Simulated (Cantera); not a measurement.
A Cantera script and what it prints.

```python
import numpy as np
import cantera as ct

gas_names = """
    AL ALH ALO ALOH ALO2 ALO2H AL2 AL2O AL2O2 H HALO HO2 H2 H2O H2O2 O OH O2 O3
""".split()
cond_names = """
    AL(cr) AL(L) AL2O3(a) AL2O3(L) H2O(s) H2O(L)
""".split()


# ... load() reads the species with a 1 bar reference pressure and builds the phases ...
atoms = {
    'Al': {'AL': 1},
    'H2O': {'H': 2, 'O': 1},
    'H2': {'H': 2},
}
top_T = {}  # K; cautious upper limits of use, not melting points


# ... equilibrate(T, P, feed) seeds the gas with the atoms and calls Mixture.equilibrate('TP', solver="vcs", rtol=1e-11, max_steps=5000) ...
results = []
feed = {'Al': 1, 'H2O': 0.3, 'H2': 1.3}  # mol
T = 1125  # K
P = 101325  # Pa
mix = equilibrate(T, P, feed)
results.append((T, P, feed, dict(zip(mix.species_names, mix.species_moles))))
x = sorted(zip(gas.X, gas.species_names), reverse=True)
print(f"T = {T:g} K  P = {P:g} Pa  gas = {mix.phase_moles(0):.4g} mol")
print("   x: " + "  ".join(f"{s} {v:.3e}" for v, s in x if v > 1e-06))
print("   condensed (mol): " + ("  ".join(f"{mix.phase(i).name} {mix.phase_moles(i):.4g}"
      for i in range(1, mix.n_phases) if mix.phase_moles(i) > 1e-12) or "none"))
```

It prints:

```
T = 1125 K  P = 101325 Pa  gas = 1.6 mol
   x: H2 1.000e+00
   condensed (mol): AL(L) 0.8  AL2O3(a) 0.1
```

Method: chemical equilibrium by Gibbs-energy minimisation in Cantera with the NASA 1993 tables (ideal gas, pure condensed phases). Mutual solubility and eutectic melting of coexisting phases are not modelled.
